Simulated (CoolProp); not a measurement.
A single-stage vapour-compression cycle with propane: evaporating at 250.15 K (dew point), condensing at 284.15 K (bubble point), superheat 2 K, subcooling 2 K, compressor efficiency 0.8, no pressure losses. Each further row changes one setting.

The numbers come from the reference Helmholtz-energy equation of state, Lemmon 2009 in CoolProp.

```csv
case,cooling COP,pressure ratio,discharge temperature (K),refrigerating effect (kJ/kg),volumetric capacity (kJ/m³)
as stated,5.15,2.99,299.8,329,1620
evaporating temperature 255.15 K,6.27,2.49,297.3,335,1950
condensing temperature 279.15 K,6.18,2.59,293.4,342,1680
subcooling 7 K,5.35,2.99,299.8,342,1680
superheat 12 K,5.14,2.99,309.9,345,1620
compressor efficiency 0.7,4.50,2.99,304.7,329,1620
```
